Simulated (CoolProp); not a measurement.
Properties of hydrogen chloride along the isobar 17300 kPa.

Values from CoolProp's reference Helmholtz-energy equation of state, Thol 2018.

| T (°C) | phase | density (kg/m³) | cv (kJ/(kg K)) |
|---|---|---|---|
| 34.25 | liquid | 867.4 | 0.8699 |
| 52.15 | supercritical | 787.9 | 0.8623 |
| 69.95 | supercritical | ? | 0.8675 |
| 87.85 | supercritical | 551.5 | 0.8862 |
| 105.75 | supercritical | 410.6 | 0.8681 |
| 123.55 | supercritical | 323.6 | 0.8026 |
| 141.45 | supercritical | 274.4 | ? |
| 159.25 | supercritical | 242.7 | 0.7010 |
| 177.15 | supercritical | ? | 0.6709 |
| 195.05 | supercritical | 202.4 | 0.6498 |
| 212.85 | supercritical | ? | 0.6350 |
| 230.75 | supercritical | 176.6 | 0.6246 |

Problem. Some entries are withheld; supply them.

Solution. 
- 69.95, density (kg/m³): 686.6
- 141.45, cv (kJ/(kg K)): 0.7436
- 177.15, density (kg/m³): 219.9
- 212.85, density (kg/m³): 188.3
